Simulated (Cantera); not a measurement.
# Premixed flame

A freely propagating, adiabatic, planar premixed flame of 29.2 % CO, 0.963 % H₂, 1.14 % CH₄, 14.4 % O₂, 54.3 % N₂, equivalence ratio 1.2, unburnt at 425 K and 101000 Pa; mixture-averaged transport, grid criteria slope 0.08 and curve 0.16, no radiation.

Computed with Cantera and GRI-Mech 3.0 (53 species, 325 reactions). Burning velocities carry a grid error of a few per cent, more on coarse grids.

| z (mm) | T (K) | u (m/s) | x CO | x H₂ | x CH₄ | x NO | x H | x C₂H₆ |
|---|---|---|---|---|---|---|---|---|
| -1.72 | 425 | 1.01 | 0.292 | 0.00963 | 0.0114 | <1e-8 | <1e-8 | <1e-8 |
| -1.15 | 425 | 1.01 | 0.292 | 0.00963 | 0.0114 | <1e-8 | <1e-8 | <1e-8 |
| -0.861 | 425 | 1.01 | 0.292 | 0.00963 | 0.0114 | <1e-8 | <1e-8 | <1e-8 |
| -0.574 | 425 | 1.01 | 0.292 | 0.00962 | 0.0114 | <1e-8 | <1e-8 | <1e-8 |
| -0.287 | 454 | 1.07 | 0.291 | 0.00959 | 0.0112 | <1e-8 | 7.51e-7 | 6.78e-8 |
| -0.144 | 731 | 1.72 | 0.278 | 0.00938 | 0.00930 | 3.17e-7 | 0.000607 | 1.81e-6 |
| 0 | 1212 | 2.82 | 0.243 | 0.00720 | 0.00239 | 2.43e-6 | 0.00561 | 5.77e-7 |
| 0.144 | 1495 | 3.41 | 0.195 | 0.00374 | 3.87e-5 | 8.64e-6 | 0.0114 | <1e-8 |
| 0.287 | 1648 | 3.69 | 0.163 | 0.00322 | 1.22e-7 | 1.73e-5 | 0.0138 | <1e-8 |
| 0.574 | 1812 | 4.00 | 0.139 | 0.00354 | <1e-8 | 3.31e-5 | 0.0126 | <1e-8 |
| 1.15 | 1967 | 4.29 | 0.129 | 0.00342 | <1e-8 | 5.49e-5 | 0.00837 | <1e-8 |
| 2.30 | 2112 | 4.56 | 0.119 | 0.00299 | <1e-8 | 8.87e-5 | 0.00501 | <1e-8 |
| 4.59 | 2236 | 4.79 | 0.107 | 0.00254 | <1e-8 | 0.000159 | 0.00297 | <1e-8 |
x: mole fraction of selected species; z is measured from the peak of heat release.

| Property | Value |
|---|---|
| laminar burning velocity | 101 cm/s |
| thermal thickness | 0.574 mm |
| peak x(H) | 0.0139 |
| peak x(C₂H₆) | 2.36e-6 |
| grid points | 149 |
